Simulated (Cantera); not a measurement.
Source: NASA polynomial tables (part measured, part estimated), evaluated in Cantera. Values are per mole of reaction as written; species without (g) are pure solids or liquids, kept so even where they would boil at 1 bar.

Problem. Between 300 and 1525 K, where is each reaction favourable under standard conditions?
- 2 BN + O2(g) ⇌ 2 N(g) + B2O2(g)

Solution. 
- 2 BN + O2(g) ⇌ 2 N(g) + B2O2(g): ΔG° is 897 kJ at 300 K and 496 kJ at 1525 K; it stays positive (K < 1). ΔH° is 994 kJ and ΔS° 327 J/K at 1525 K.
